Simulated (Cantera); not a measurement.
# Titanium nitride, carbide and oxide coatings: Ti + H2O + H2

A closed system holds: 1 mol Ti, 0.73 mol H2O, 19 mol H2, equilibrated at 1975 K and 0.100 bar.

Equilibrium computed with Cantera from the NASA thermochemical tables; the gas is ideal and each condensed phase is pure. Candidate condensed phases: H2O, Ti, TiO, TiO2, Ti2O3, Ti3O5, Ti4O7; 12 gas species. Mutual solubility and eutectic melting of coexisting phases are not modelled. TiO: taken at fixed stoichiometry. Condensed phases not in the tables: N, O or C dissolved in the metal. The numbers say what is thermodynamically allowed, not how fast it happens.

```json
{
  "x(H2)": "0.996",
  "x(H)": "0.00432",
  "x(Ti)": "7.12e-5",
  "x(TiO)": "4.64e-6",
  "x(H2O)": "1.20e-6",
  "n(Ti(l))": "0.269 mol",
  "n(TiO(s))": "0.730 mol",
  "gas_amount": "19.77 mol",
  "log10 activity of Ti2O3(s) (absent)": "-2.34",
  "log10 activity of Ti3O5(s) (absent)": "-5.22",
  "log10 activity of Ti4O7(l) (absent)": "-8.55"
}
```
